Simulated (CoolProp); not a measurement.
Vapour-liquid equilibrium of n-pentane (1) + the fluoroketone C6F12O (FK-5-1-12) (2) at 0.376 MPa; x and y are mole fractions of (1).

The numbers come from the multi-fluid Helmholtz-energy mixture model, Thol 2019 and McLinden 2015; pair parameters Bell 2016 in CoolProp.

Problem. Give the bubble temperature and the first vapour's composition at x = 0.05, 0.2, 0.65. Is there an azeotrope?

Solution. x = 0.05: 89.0 °C, y = 0.128; x = 0.2: 79.4 °C, y = 0.404; x = 0.65: 71.8 °C, y = 0.657. y crosses x between x = 0.65 and 0.8: the model has an azeotrope there.

The pair parameters rest on a limited set of measurements; away from them the model extrapolates.
